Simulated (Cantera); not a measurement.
A closed system holds: 1 mol B2H6, 0.061 mol H2O, 39 mol N2, held at 948 K and 0.00340 bar.

Method: chemical equilibrium by Gibbs-energy minimisation in Cantera with the NASA 1993 tables (ideal gas, pure condensed phases). Candidate condensed phases: B, BN, B2O3, B3O3H3, H2O; 39 gas species. The feed counts by its element totals alone. N2 is the only nitrogen source here; it is nearly inert below about 1500 K, so the nitride shown seldom forms there in practice. The numbers say what is thermodynamically allowed, not how fast it happens.

Base state: N2 0.925, H2 0.0744, H2O 0.000108 (mole fractions); condensed: BN(s) + B2O3(l).

Q: What changes in the equilibrium state with this change: pressure from 0.00340 bar to 0.410 bar?

A: 
| species | before | after |
|---|---|---|
| N2 | 0.925 | 0.925 |
| H2 | 0.0744 | 0.0740 |
| H2O | 0.000108 | 0.000529 |
| BN(s), mol | 1.96 | 1.97 |
| B2O3(l), mol | 0.0188 | 0.0131 |
Gases not in the tables: H3BO3.
